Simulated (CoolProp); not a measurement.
Vapour-liquid equilibrium of R114 (1) + n-hexane (2) at 377.5 K; x and y are mole fractions of (1).

Computed with CoolProp (multi-fluid Helmholtz-energy mixture model, Platzer 1990 and Thol 2019; pair parameters Bell 2016). This equation is an older, rougher fit; its heat capacities, sound speeds and derivatives of the liquid may be far off and weren't checked against measurements.

Give the bubble pressure and the first vapour's composition at x = 0.2, 0.65, 0.8. Is there an azeotrope?

x = 0.2: 0.5853 MPa, y = 0.576; x = 0.65: 1.124 MPa, y = 0.861; x = 0.8: 1.295 MPa, y = 0.918. No azeotrope shows between x = 0.05 and 0.95.

Pair parameters are fitted to limited data, so mixtures are less certain than the pure fluids.
